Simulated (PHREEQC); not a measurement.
Solution (25 °C): 2.1 mmol/kgw HF, 0.097 mmol/kgw CsF and 0.22 mmol/kgw H4SiO4. Closed to the air; pH follows from the charge balance.

The numbers come from PHREEQC with the ion-association model, wateq4f.dat.

```csv
quantity,before,after
pH,3.08,6.98
ionic strength (mol/kgw),0.00101,0.00219
HF (mol/kgw),0.00104,3.29e-7
F- (mol/kgw),0.000861,0.00219
H4SiO4 (mol/kgw),0.000172,0.000220
HF2- (mol/kgw),3.43e-6,2.76e-9
SI of Chalcedony (SiO2),-0.21,-0.11
```

**Question.** Name the change that produced these shifts.
A. CsF from 9.7e-05 to 0.000107 mol/kgw
B. HF from 0.0021 to 0.021 mol/kgw
C. HF replaced by AgF at the same molality
D. H4SiO4 from 0.00022 to 0.000198 mol/kgw
E. 9e-05 mol/kgw HCl added

**Answer.** C, HF replaced by AgF at the same molality

Precipitation was switched off in this run. Some of these states are supersaturated (in Quartz (slow to form), for instance). SiF6-2 is the database's only silicon fluoride.
